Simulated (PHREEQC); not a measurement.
Synthetic water in mg/L, 25 °C, pH 5.68, pe 11.1:

```csv
constituent,mg/L
Na,6.96
K,4.59
Ca,6.3
Mg,2.04
Cl,8.04
S(6) as SO4,12.8
Alkalinity as HCO3,25.8
Zn,0.351
Cd,0.69
```

Valence states are taken as typed.

All values are PHREEQC results (ion-association model, phreeqc.dat), not measurements.

The ionic strength is 0.00129 mol/kgw. The specific conductance is 105 µS/cm and the charge-balance error is 0.5 %.

```tsv
species	molality	activity	log γ
CO2	0.00191	0.00191	0.000
HCO3-	0.000424	0.000407	-0.017
Na+	0.000302	0.000291	-0.017
Cl-	0.000227	0.000218	-0.018
Ca+2	0.000154	0.000131	-0.069
SO4-2	0.000128	0.000110	-0.069
K+	0.000117	0.000113	-0.018
Mg+2	8.18e-5	6.99e-5	-0.068
Cd+2	5.81e-6	4.95e-6	-0.070
```

No solid was allowed to form.
